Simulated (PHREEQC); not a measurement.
Dissolve 0.242 mol/kgw HF and 0.00022 mol/kgw NaF at 25 °C. Closed to the air; pH follows from the charge balance.

All values are PHREEQC results (ion-association model, phreeqc.dat), not measurements.

This is a speciation only: nothing precipitates in the calculation.

Q: Order these F species by the share of F that they hold, largest first: HF, F-, HF2-.

A: HF (89 %), HF2- (6.9 %), F- (4.2 %)

The pH is 1.79 and the ionic strength 0.0185 mol/kgw.
